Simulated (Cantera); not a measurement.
What does this Cantera script print?

```python
import numpy as np
import cantera as ct

gas_names = """
    CL CL2 H HCL H2 Si SiCL SiCL2 SiCL3 SiCL4 SiH SiHCL3 SiH2 SiH2CL2 SiH3 SiH3CL SiH4 Si2 Si3
""".split()
cond_names = """
    Si(cr) Si(L)
""".split()


def load(file, names, dense=False):
    # The tables refer to 1 bar. Condensed volumes are neglected.
    table = {s.name: s for s in ct.Species.list_from_file(file)}
    out = []
    for n in names:
        d = dict(table[n].input_data)
        d["thermo"] = dict(d["thermo"], **{"reference-pressure": 1e5})
        if dense:
            d["equation-of-state"] = {"model": "constant-volume", "density": "1e6 g/cm^3"}
        out.append(ct.Species.from_dict(d))
    return out


gas = ct.Solution(thermo="ideal-gas", species=load("nasa_gas.yaml", gas_names))
cond = {s.name: ct.Solution(thermo="fixed-stoichiometry", species=[s], name=s.name)
        for s in load("nasa_condensed.yaml", cond_names, dense=True)}
atoms = {
    'SiCl4': {'Si': 1, 'CL': 4},
    'H2': {'H': 2},
}
top_T = {}  # K; cautious upper limits of use, not melting points


def equilibrate(T, P, feed):
    n = {}
    for name, mol in feed.items():
        for a, k in atoms[name].items():
            n[a] = n.get(a, 0.0) + k * mol
    gas.TPX = T, P, n
    mass = sum(n.values()) * gas.mean_molecular_weight
    gas.equilibrate("TP")
    valid = [c for c in cond.values() if c.min_temp <= T <= top_T.get(c.name, c.max_temp)]
    mix = ct.Mixture([(gas, mass / gas.mean_molecular_weight)] + [(c, 0.0) for c in valid])
    mix.T, mix.P = T, P
    mix.equilibrate("TP", solver="vcs", rtol=1e-11, max_steps=5000)
    return mix


results = []
feed = {'SiCl4': 1, 'H2': 820}  # mol
T = 2175  # K
P = 13332.2  # Pa
mix = equilibrate(T, P, feed)
results.append((T, P, feed, dict(zip(mix.species_names, mix.species_moles))))
x = sorted(zip(gas.X, gas.species_names), reverse=True)
print(f"T = {T:g} K  P = {P:g} Pa  gas = {mix.phase_moles(0):.4g} mol")
print("   x: " + "  ".join(f"{s} {v:.3e}" for v, s in x if v > 1e-05))
print("   condensed (mol): " + ("  ".join(f"{mix.phase(i).name} {mix.phase_moles(i):.4g}"
      for i in range(1, mix.n_phases) if mix.phase_moles(i) > 1e-12) or "none"))
```

It prints:

```
T = 2175 K  P = 13332.2 Pa  gas = 828.3 mol
   x: H2 9.808e-01  H 1.324e-02  HCL 4.724e-03  Si 8.962e-04  SiH 1.506e-04  SiH2 1.076e-04  CL 4.653e-05  SiCL 2.135e-05  SiCL2 1.864e-05
   condensed (mol): none
```

These are equilibrium values from Cantera (NASA tables, ideal gas, pure condensed phases), not measurements of a reactor. The tables' values for SiCl are old estimates; treat these amounts as uncertain. Gases not in the tables: Si2H6 and higher silanes.
